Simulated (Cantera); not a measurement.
Charge: 1 mol B, 2.3 mol N₂.

Cantera equilibrium calculation (NASA polynomials, part measured and part estimated; ideal gas, pure solids and liquids). Candidate condensed phases: B, BN; 5 gas species. N₂ is the only nitrogen source here; it is nearly inert below about 1500 K, so the nitride shown seldom forms there in practice. The numbers say what is thermodynamically allowed, not how fast it happens.

Stable condensed phases, one row left out:

```
T in K \ P in Pa
             10     37    140    520   1900   7200  27000 100000
   2248       A      A      A      B      B      B      B      B
   2148       A      A      B      B      B      B      B      B
   1948       B      B      B      B      B      B      B      B
   1848       B      B      B      B      B      B      B      B
   1748       B      B      B      B      B      B      B      B
   1648       B      B      B      B      B      B      B      B
   1548       B      B      B      B      B      B      B      B
   1448       B      B      B      B      B      B      B      B
   1348       B      B      B      B      B      B      B      B
   1248       B      B      B      B      B      B      B      B
   1148       B      B      B      B      B      B      B      B
   1048       B      B      B      B      B      B      B      B
    948       B      B      B      B      B      B      B      B
```

A: B; B: BN.

Question: Give the row for 2048 K.

Answer: 10: B; 37: BN; 140: BN; 520: BN; 1900: BN; 7200: BN; 27000: BN; 100000: BN.
